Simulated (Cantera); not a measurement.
Input: 1 mol SiCl4, 3.1 mol N2, equilibrated at 1450 K and 0.120 bar.

Method: chemical equilibrium by Gibbs-energy minimisation in Cantera with the NASA 1993 tables (ideal gas, pure condensed phases). Candidate condensed phases: Si, Si3N4; 13 gas species. The tables' values for SiCl3 are old estimates; treat these amounts as uncertain. Kinetics and transport are ignored.

Base state: N2 0.755, SiCl4 0.242, SiCl3 0.00117, Cl 0.00105, Cl2 7.79e-5, SiCl2 2.05e-5 (mole fractions); condensed: gas only.

What changes in the equilibrium state with this change: temperature from 1450 K to 1648 K?


```csv
species,before,after
N2,0.755,0.750
SiCl4,0.242,0.234
Cl,0.00105,0.00785
SiCl3,0.00117,0.00749
SiCl2,2.05e-5,0.000529
Cl2,7.79e-5,0.000352
```
